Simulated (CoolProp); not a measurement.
Properties of fluoroethane (R161) along the isobar 5000 kPa (Tc = 375.2 K, pc = 5010 kPa, ω = 0.216).

Model: reference Helmholtz-energy equation of state, Wu 2012, in CoolProp.

```csv
T (K),phase,density (kg/m³),isothermal compressibility (1/MPa),expansivity (1/kK)
204.5,liquid,864.3,0.0009406,1.480
217.9,liquid,847.0,0.001093,…
231.3,liquid,829.2,0.001284,1.625
244.7,liquid,810.8,0.001530,1.739
258,liquid,791.5,0.001852,…
271.4,liquid,770.7,0.002297,2.086
284.8,liquid,748.2,0.002928,2.343
298.2,liquid,…,0.003860,2.678
311.6,liquid,…,0.005302,3.125
324.9,liquid,665.2,…,3.739
338.3,liquid,629.0,0.01193,4.674
351.7,liquid,584.9,…,6.416
```

Problem. Fill in the missing entries.

Solution. 
- 217.9, expansivity (1/kK): 1.541
- 258, expansivity (1/kK): 1.889
- 298.2, density (kg/m³): 723.6
- 311.6, density (kg/m³): 696.1
- 324.9, isothermal compressibility (1/MPa): 0.007653
- 351.7, isothermal compressibility (1/MPa): 0.02124
